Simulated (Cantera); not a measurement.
# Nb2O5 + H2 (hydrogen reduction and annealing atmospheres)

Input: 1 mol Nb2O5, a varied amount of H2, equilibrated at 1925 °C and 2.40 bar.

Cantera equilibrium calculation (NASA polynomials, part measured and part estimated; ideal gas, pure solids and liquids). Candidate condensed phases: H2O, Nb, NbO, NbO2, Nb2O5; 12 gas species. Mutual solubility and eutectic melting of coexisting phases are not modelled. NbO: taken at fixed stoichiometry. Condensed phases not in the tables: the oxides between NbO2 and Nb2O5, N, O or C dissolved in the metal. Equilibrium is a limit: real reactors are often held back by kinetics, nucleation or transport.

From 24 mol H2 to 49 mol H2 the condensed part is NbO2(l). From 71 mol H2 to 150 mol H2 the condensed part is NbO(s) + NbO2(l). From 210 mol H2 to 630 mol H2 the condensed part is NbO(s). From 910 mol H2 to 1300 mol H2 the condensed part is Nb(s) + NbO(s). The main Nb-bearing gas is NbO2 throughout.

```csv
n(H2) (mol),x H2,x H2O,x H,x NbO2,x OH,x NbO,x O,n NbO2(l),n NbO(s),n Nb(s)
24,0.955,0.0416,0.00352,3.22e-5,2.13e-5,7.33e-7,5.47e-8,2.00,0,0
34,0.967,0.0293,0.00354,3.22e-5,1.49e-5,1.05e-6,3.81e-8,2.00,0,0
49,0.976,0.0204,0.00355,3.22e-5,1.03e-5,1.53e-6,2.62e-8,2.00,0,0
71,0.977,0.0197,0.00356,3.22e-5,9.96e-6,1.58e-6,2.53e-8,1.60,0.400,0
100,0.977,0.0197,0.00356,3.22e-5,9.96e-6,1.58e-6,2.53e-8,1.03,0.972,0
150,0.977,0.0197,0.00356,3.22e-5,9.96e-6,1.58e-6,2.53e-8,0.0376,1.96,0
210,0.982,0.0142,0.00357,2.31e-5,7.19e-6,1.58e-6,1.82e-8,0,1.99,0
300,0.986,0.00996,0.00357,1.61e-5,5.02e-6,1.58e-6,1.27e-8,0,1.99,0
440,0.990,0.00679,0.00358,1.10e-5,3.42e-6,1.58e-6,8.62e-9,0,1.99,0
630,0.992,0.00474,0.00358,7.64e-6,2.38e-6,1.58e-6,6.01e-9,0,1.99,0
910,0.993,0.00349,0.00358,5.62e-6,1.76e-6,1.58e-6,4.42e-9,0,1.80,0.192
1300,0.993,0.00349,0.00358,5.62e-6,1.76e-6,1.58e-6,4.42e-9,0,0.431,1.56
```
x: gas mole fraction; n: condensed amount in mol.
